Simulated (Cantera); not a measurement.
Titanium nitride, carbide and oxide coatings: TiCl4 + H2O

Charge: 1 mol TiCl4, 18 mol H2O, at 13.3 mbar.

These are equilibrium values from Cantera (NASA tables, ideal gas, pure condensed phases), not measurements of a reactor. Candidate condensed phases: H2O, Ti, TiCl2, TiCl3, TiCl4, TiO, TiO2, Ti2O3, Ti3O5, Ti4O7; 23 gas species. Gases not in the tables: TiO(OH)2. Rates play no part.

From 1350 K to 1950 K the condensed part is TiO2(rutile).

```
T (K)  x H2O  x HCl      x H2      x Cl  n TiO2(rutile)
-----  -----  -----  --------  --------  --------------
1350   0.800  0.200  0.000215  0.000234            1.00
1425   0.799  0.199  0.000454  0.000453            1.00
1500   0.799  0.199  0.000895  0.000817            1.00
1575   0.798  0.198   0.00166   0.00139            1.00
1650   0.796  0.197   0.00292   0.00225            1.00
1725   0.793  0.196   0.00489   0.00349           1.000
1800   0.789  0.194   0.00784   0.00519           1.000
1875   0.782  0.191    0.0121   0.00745           1.000
1950   0.773  0.187    0.0180    0.0104           1.000
```
x: gas mole fraction; n: condensed amount in mol.
